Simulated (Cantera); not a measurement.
Feed: 1 mol C2F6, 0.034 mol H2, equilibrated at 13300 Pa.

Equilibrium computed with Cantera from the NASA thermochemical tables; the gas is ideal and each condensed phase is pure. Candidate condensed phases: C, C6H6, C7H8, C8H18; 95 gas species. The feed counts by its element totals alone. Gases not in the tables: C2F6 and larger saturated fluorocarbons. Rates play no part.

What share of the C ends up in condensed phases as a function of T (K), at 1923, 1973, 2023, 2073, 2123, 2173, 2223, 2273, 2323, 2373, 2423?


```
T (K)  C condensed (%)           as
-----  ---------------  -----------
1923              25.2  C(graphite)
1973              24.9  C(graphite)
2023              24.5  C(graphite)
2073              23.8  C(graphite)
2123              22.9  C(graphite)
2173              21.7  C(graphite)
2223              20.1  C(graphite)
2273              18.1  C(graphite)
2323              15.4  C(graphite)
2373              12.2  C(graphite)
2423               8.4  C(graphite)
```
